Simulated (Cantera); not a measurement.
**NO annealing gas**

An isothermal, constant-pressure homogeneous reactor starts with NO : N2 = 1 : 6.6 (molar parts), at 1998 K and 0.0415 atm.

Model: GRI-Mech 3.0 (53 species, 325 reactions), integrated in Cantera. Radical loss at walls, strong at low pressure, is not modelled.

```
t (s)        x NO     x N2O   x N2      x O2       x O
--------  -------  --------  -----  --------  --------
1.00e-6     0.132  8.32e-10  0.868    <1e-12  8.33e-10
5.68e-6     0.132   4.73e-9  0.868    <1e-12   4.73e-9
3.23e-5     0.132   2.68e-8  0.868  3.60e-12   2.69e-8
0.000184    0.132   1.51e-7  0.868  1.17e-10   1.54e-7
0.00104     0.132   8.24e-7  0.868   3.87e-9   9.06e-7
0.00593     0.132   3.70e-6  0.868   1.42e-7   6.04e-6
0.0337      0.132   7.76e-6  0.868   6.65e-6   4.54e-5
0.192       0.131   7.52e-6  0.869  0.000232  0.000165
1.09        0.127   6.84e-6  0.871   0.00237  0.000233
6.19       0.0960   3.64e-6  0.886    0.0175  0.000457
35.2       0.0124   1.02e-7  0.928    0.0592  0.000788
200       0.00456   5.71e-8  0.932    0.0631  0.000812
```
x: mole fraction; the columns are a selection and need not sum to one.

Equilibrium at this temperature and pressure: NO 0.00456, N2O 5.71e-8, N2 0.932, O2 0.0631, O 0.000812 (gas phase only).
